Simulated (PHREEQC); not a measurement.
# Nickel, zinc or cadmium bath: an equilibrium model

Make-up at 80 °C: 0.03 mol NiCl2 and 0.17 mol NaOH per kg of water. Closed to the air; pH follows from the charge balance.

Model: ion-association model, wateq4f.dat, run in PHREEQC.

```
Property                   Value
-----------------  -------------
pH                         11.40
ionic strength     0.171 mol/kgw
activity of water          0.994
total alkalinity      170 meq/kg
```

```tsv
species	molality	activity	log γ
Na+	0.170	0.123	-0.139
OH-	0.0888	0.0616	-0.159
Cl-	0.0600	0.0419	-0.156
Ni(OH)3-	0.0225	0.0164	-0.138
Ni(OH)2	0.00624	0.00649	0.017
NiOH+	0.00128	0.000929	-0.138
```

This is a speciation only: nothing precipitates in the calculation. Complexes and solids missing from the database can't appear. In wateq4f.dat the enthalpy of Ni(OH)2 has the wrong sign, so its saturation index can't be trusted away from 25 °C. At this temperature some constants are extrapolated from 25 °C, and those without enthalpy data are left unchanged.
